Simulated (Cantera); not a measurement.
Feed: 1 mol B2O3, 0.7 mol H2O, at 1000 Pa.

Method: chemical equilibrium by Gibbs-energy minimisation in Cantera with the NASA 1993 tables (ideal gas, pure condensed phases). Candidate condensed phases: B, B2O3, B3O3H3, H2O; 23 gas species. Gases not in the tables: H3BO3. Kinetics and transport are ignored.

Problem. Which condensed phases are stable at each of these points (T (K)): 1200, 1275, 1350, 1425, 1500, 1575, 1650, 1725, 1800, 1875?

Solution. 
```csv
T (K),condensed phases,B condensed (%)
1200,B2O3(l),99.6
1275,B2O3(l),99.1
1350,B2O3(l),98.0
1425,B2O3(l),95.7
1500,B2O3(l),91.4
1575,B2O3(l),83.6
1650,B2O3(l),70.0
1725,B2O3(l),44.8
1800,gas only,0.0
1875,gas only,0.0
```

From 1200 K to 1725 K the condensed part is B2O3(l). From 1800 K to 1875 K nothing is condensed.
